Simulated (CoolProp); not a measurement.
Water at 937.65 K and 56.6 MPa flows at 3.5 m/s in a round tube of 25 mm bore and 15 µm roughness, fully developed (64/Re and Nu = 3.66 if laminar; Colebrook and Gnielinski if turbulent). Each further row changes one setting.

Computed with CoolProp (reference Helmholtz-energy equation of state, Wagner 2002).

```
case            Reynolds number  Darcy friction factor  pressure drop (Pa/m)  heat-transfer coefficient (W/(m² K))  mass flow (kg/h)
--------------  ---------------  ---------------------  --------------------  ------------------------------------  ----------------
as stated                338000                 0.0186                   735                                  4880               996
velocity 7 m/s           675000                 0.0180                  2850                                  9470              1990
diameter 50 mm           675000                 0.0160                   315                                  4190              3990
```

Viscosity comes from a separate model (Huber 2009). Thermal conductivity comes from a separate model (Huber 2012).
